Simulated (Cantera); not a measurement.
**Equilibrium for silicon oxide and oxynitride deposition: SiH₄ + NO**

Charge: 1 mol SiH₄, 5 mol NO, held at 0.133 bar.

Cantera equilibrium calculation (NASA polynomials, part measured and part estimated; ideal gas, pure solids and liquids). Candidate condensed phases: H₂O, Si, SiO₂, Si₂N₂O, Si₃N₄; 35 gas species. The tables hold silica as quartz up to 1696 K and as liquid above; real silica turns to tridymite and cristobalite and melts near 1996 K. Gases not in the tables: Si(OH)₄. Equilibrium is a limit: real reactors are often held back by kinetics, nucleation or transport.

```csv
T (°C),log p N₂,log p H₂O,log p O₂,log p NO,log p OH,log p NO₂,log p H₂,n SiO₂(α-quartz),n SiO₂(β-quartz)
377,-1.18,-1.27,-1.88,-8.21,-11.94,-8.44,<-12,1.00,0
427,-1.18,-1.27,-1.88,-7.69,-11.01,-8.25,<-12,1.00,0
477,-1.18,-1.27,-1.88,-7.23,-10.20,-8.09,<-12,1.00,0
527,-1.18,-1.27,-1.88,-6.83,-9.50,-7.94,<-12,1.00,0
577,-1.18,-1.27,-1.88,-6.48,-8.87,-7.81,-12.67,0,1.00
627,-1.18,-1.27,-1.88,-6.17,-8.32,-7.70,-11.83,0,1.00
677,-1.18,-1.27,-1.88,-5.89,-7.82,-7.60,-11.07,0,1.00
727,-1.18,-1.27,-1.88,-5.64,-7.38,-7.51,-10.39,0,1.00
777,-1.18,-1.27,-1.88,-5.41,-6.97,-7.42,-9.78,0,1.00
827,-1.18,-1.27,-1.88,-5.21,-6.60,-7.35,-9.22,0,1.00
877,-1.18,-1.27,-1.88,-5.02,-6.27,-7.28,-8.70,0,1.00
927,-1.18,-1.27,-1.88,-4.84,-5.96,-7.21,-8.23,0,1.00
977,-1.18,-1.27,-1.88,-4.68,-5.68,-7.15,-7.80,0,1.00
```
log p: log10 of the partial pressure in bar; n: condensed amount in mol.

From 377 °C to 527 °C the condensed part is SiO₂(α-quartz). From 577 °C to 977 °C the condensed part is SiO₂(β-quartz).
